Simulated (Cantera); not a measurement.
## Equilibrium for calcination and drying: LiOH + H₂O

A closed system holds: 1 mol LiOH, 0.085 mol H₂O, held at 2148.15 K and 1 atm.

Cantera equilibrium calculation (NASA polynomials, part measured and part estimated; ideal gas, pure solids and liquids). Candidate condensed phases: H₂O, Li, LiH, LiOH, Li₂O; 17 gas species. Equilibrium is a limit: real reactors are often held back by kinetics, nucleation or transport.

| Quantity | Result |
|---|---|
| x(LiOH) | 0.729 |
| x(H₂O) | 0.237 |
| x(Li₂O) | 0.0159 |
| x(Li) | 0.00647 |
| x(H₂) | 0.00367 |
| x(O₂) | 0.00276 |
| x(OH) | 0.00209 |
| x(Li₂(OH)₂) | 0.00179 |
| x(LiO) | 0.000496 |
| n(Li₂O(l)) | 0.129 mol |
| gas amount | 0.9613 mol |
| log10 activity of Li(l) (absent) | -3.31 |
